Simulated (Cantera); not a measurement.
Cantera run, input and output.

```python
import numpy as np
import cantera as ct

gas = ct.Solution("gri30.yaml")
gas.TPX = 1100, 500000, {'CH3OH': 0.014, 'O2': 0.0081, 'N2': 1}
inlet = ct.Reservoir(gas, clone=True)

reactor = ct.IdealGasConstPressureReactor(gas, energy="off", clone=False)
exhaust = ct.Reservoir(gas, clone=True)
tau = [0.67, 0.26, 0.1, 0.039, 0.015, 0.0058, 0.0022, 0.00087, 0.00034, 0.00013][0]
for a, b in ((inlet, reactor), (reactor, exhaust)):
    ct.MassFlowController(a, b, mdot=lambda t: reactor.mass / tau)
net = ct.ReactorNet([reactor])
show = ['CH3OH', 'O2', 'CO', 'CH2', 'CH3']

rows = []
print(f"{'tau/s':>10s}{'T/K':>9s}" + "".join(f"{s:>11s}" for s in show))
for tau in [0.67, 0.26, 0.1, 0.039, 0.015, 0.0058, 0.0022, 0.00087, 0.00034, 0.00013]:
    net.initial_time = 0.0
    net.advance(30 * tau)
    before = gas.X
    net.advance(40 * tau)
    drift = np.max(np.abs(gas.X - before) / (gas.X + 1e-9))
    rows.append([gas.T, *gas[show].X, drift])
    print(f"{tau:10.3e}{gas.T:9.1f}" + "".join(f"{x:11.3e}" for x in gas[show].X))
```

Result:

```
     tau/s      T/K      CH3OH         O2         CO        CH2        CH3
 6.700e-01   1100.0  1.523e-04  4.315e-04  9.443e-03  8.924e-12  2.663e-09
 2.600e-01   1100.0  3.660e-04  6.536e-04  9.542e-03  1.699e-11  2.444e-09
 1.000e-01   1100.0  7.313e-04  9.231e-04  9.660e-03  3.769e-11  3.029e-09
 3.900e-02   1100.0  1.342e-03  1.299e-03  9.511e-03  8.047e-11  3.907e-09
 1.500e-02   1100.0  2.421e-03  1.902e-03  8.777e-03  1.507e-10  4.640e-09
 5.800e-03   1100.0  4.390e-03  2.964e-03  6.953e-03  2.060e-10  4.427e-09
 2.200e-03   1100.0  8.548e-03  5.285e-03  2.967e-03  1.088e-10  2.185e-09
 8.700e-04   1100.0  1.370e-02  7.925e-03  1.137e-08  9.880e-12  2.315e-09
 3.400e-04   1100.0  1.370e-02  7.925e-03  4.412e-09  9.874e-12  2.054e-09
 1.300e-04   1100.0  1.370e-02  7.925e-03  1.681e-09  9.858e-12  1.557e-09
```

Computed with Cantera and GRI-Mech 3.0 (53 species, 325 reactions). GRI-Mech 3.0 was tuned for natural gas; its chemistry of methanol as a main component is partial and can be far from experiment.
